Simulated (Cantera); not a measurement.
Feed: 1 mol SiCl4, 1.3 mol HCl, 0.53 mol H2, equilibrated at 977 °C and 100000 Pa.

Cantera equilibrium calculation (NASA polynomials, part measured and part estimated; ideal gas, pure solids and liquids). Candidate condensed phases: Si; 19 gas species. The tables' values for SiCl3 are old estimates; treat these amounts as uncertain. Rates play no part.

Base state: HCl 0.466, SiCl4 0.345, H2 0.181, SiHCl3 0.00477, SiCl3 0.00253, SiCl2 0.000132 (mole fractions); condensed: gas only.

Q: What changes in the equilibrium state with this change: temperature from 977 °C to 575 °C?

A: 
| species | before | after |
|---|---|---|
| HCl | 0.466 | 0.460 |
| SiCl4 | 0.345 | 0.353 |
| H2 | 0.181 | 0.187 |
| SiCl2 | 0.000132 | <1e-9 |
| SiCl3 | 0.00253 | 9.31e-7 |
| SiHCl3 | 0.00477 | 0.000233 |
